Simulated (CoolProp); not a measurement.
A single-stage vapour-compression cycle with fluoroethane (R161): evaporating at 197.15 K (dew point), condensing at 257.15 K (bubble point), superheat 0 K, subcooling 2 K, compressor efficiency 0.7, no pressure losses. Each further row changes one setting.

The numbers come from the reference Helmholtz-energy equation of state, Wu 2012 in CoolProp.

```
case                              cooling COP  pressure ratio  discharge temperature (K)  refrigerating effect (kJ/kg)  volumetric capacity (kJ/m³)
--------------------------------  -----------  --------------  -------------------------  ----------------------------  ---------------------------
as stated                                   …            21.5                      361.0                           350                          119
evaporating temperature 202.15 K         2.10            15.3                          …                           355                            …
condensing temperature 252.15 K          2.04            17.7                      350.3                           360                          123
subcooling 7 K                           1.88            21.5                      361.0                           360                          123
superheat 10 K                           1.80            21.5                      373.6                           360                          117
compressor efficiency 0.6                1.57            21.5                      382.4                           350                          119
```

### Question
Some entries are withheld; supply them.

### Answer

- as stated, cooling COP: 1.83
- evaporating temperature 202.15 K, discharge temperature (K): 348.8
- evaporating temperature 202.15 K, volumetric capacity (kJ/m³): 166
